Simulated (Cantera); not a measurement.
What does this Cantera script print?

```python
import numpy as np
import cantera as ct

gas_names = """
    Fe FeO Fe(OH)2 H HO2 H2 H2O H2O2 H2S H2SO4 O OH O2 O3 S SH SO SO2 SO3 S2 S2O S8
""".split()
cond_names = """
    Fe(a) Fe(c) Fe(d) Fe(L) FeO(s) FeO(L) Fe(OH)2(s) Fe(OH)3(s) FeS(a) FeS(b) FeS(c) FeS(L) FeSO4(s)
    FeS2(s) Fe2O3(s) Fe2S3O12(s) Fe3O4(s) H2O(s) H2O(L) H2SO4(L) S(cr1) S(cr2) S(L)
""".split()


def load(file, names, dense=False):
    # The tables refer to 1 bar. Condensed volumes are neglected.
    table = {s.name: s for s in ct.Species.list_from_file(file)}
    out = []
    for n in names:
        d = dict(table[n].input_data)
        d["thermo"] = dict(d["thermo"], **{"reference-pressure": 1e5})
        if dense:
            d["equation-of-state"] = {"model": "constant-volume", "density": "1e6 g/cm^3"}
        out.append(ct.Species.from_dict(d))
    return out


gas = ct.Solution(thermo="ideal-gas", species=load("nasa_gas.yaml", gas_names))
cond = {s.name: ct.Solution(thermo="fixed-stoichiometry", species=[s], name=s.name)
        for s in load("nasa_condensed.yaml", cond_names, dense=True)}
atoms = {
    'FeS2': {'Fe': 1, 'S': 2},
    'H2S': {'H': 2, 'S': 1},
    'H2O': {'H': 2, 'O': 1},
}
top_T = {'FeSO4(s)': 950, 'FeS2(s)': 1010, 'Fe2O3(s)': 1830, 'Fe2S3O12(s)': 1100, 'Fe3O4(s)': 1870}  # K; cautious upper limits of use, not melting points


def equilibrate(T, P, feed):
    n = {}
    for name, mol in feed.items():
        for a, k in atoms[name].items():
            n[a] = n.get(a, 0.0) + k * mol
    gas.TPX = T, P, n
    mass = sum(n.values()) * gas.mean_molecular_weight
    gas.equilibrate("TP")
    valid = [c for c in cond.values() if c.min_temp <= T <= top_T.get(c.name, c.max_temp)]
    mix = ct.Mixture([(gas, mass / gas.mean_molecular_weight)] + [(c, 0.0) for c in valid])
    mix.T, mix.P = T, P
    mix.equilibrate("TP", solver="vcs", rtol=1e-11, max_steps=5000)
    return mix


results = []
feed = {'FeS2': 1, 'H2S': 3.4, 'H2O': 9.8}  # mol
P = 101325  # Pa
for T in [625, 725, 825, 925, 1025, 1125, 1225, 1325, 1425, 1525, 1625, 1725, 1825]:
    mix = equilibrate(T, P, feed)
    results.append((T, P, feed, dict(zip(mix.species_names, mix.species_moles))))

top = {s: max(r[3][s] / sum(r[3][g] for g in gas_names) for r in results) for s in gas_names}
cols = sorted((s for s in top if top[s] > 1e-05), key=lambda s: -top[s])[:5]
seen = [c for c in cond_names if any(r[3].get(c, 0) > 1e-12 for r in results)]
print("log10 of partial pressures in bar; condensed amounts in mol")
print(f"{'T/K':>10s}" + "".join(f"{s[:9]:>10s}" for s in cols + seen))
for T, P, feed, n in results:
    ng = sum(n[g] for g in gas_names)
    print(f"{T:10.4g}" + "".join(f"{np.log10(max(n[s] / ng * P / 1e5, 1e-99)):10.3f}" for s in cols)
          + "".join(f"{n.get(c, 0):10.4g}" for c in seen))
```

Result:

```
log10 of partial pressures in bar; condensed amounts in mol
       T/K       H2O       H2S        H2        S2       SO2    FeS(c)    FeS(L)   FeS2(s)
       625    -0.124    -0.584    -3.497    -4.013    -4.399         0         0         1
       725    -0.124    -0.586    -2.841    -3.291    -3.864         0         0         1
       825    -0.125    -0.591    -2.339    -2.754    -3.463         0         0         1
       925    -0.149    -0.579    -2.305    -1.574    -2.085         1         0         0
      1025    -0.150    -0.600    -1.875    -1.485    -2.165         1         0         0
      1125    -0.153    -0.631    -1.544    -1.395    -2.178         1         0         0
      1225    -0.159    -0.677    -1.293    -1.304    -2.130         1         0         0
      1325    -0.167    -0.738    -1.104    -1.220    -2.040         1         0         0
      1425    -0.177    -0.812    -0.962    -1.152    -1.929         1         0         0
      1525    -0.189    -0.895    -0.853    -1.102    -1.811         0         1         0
      1625    -0.202    -0.985    -0.768    -1.068    -1.696         0    0.9999         0
      1725    -0.217    -1.078    -0.701    -1.050    -1.591         0    0.9997         0
      1825    -0.233    -1.171    -0.646    -1.045    -1.497         0    0.9993         0
```

Method: chemical equilibrium by Gibbs-energy minimisation in Cantera with the NASA 1993 tables (ideal gas, pure condensed phases). FeS: taken at fixed stoichiometry. Gases not in the tables: S3 to S7.
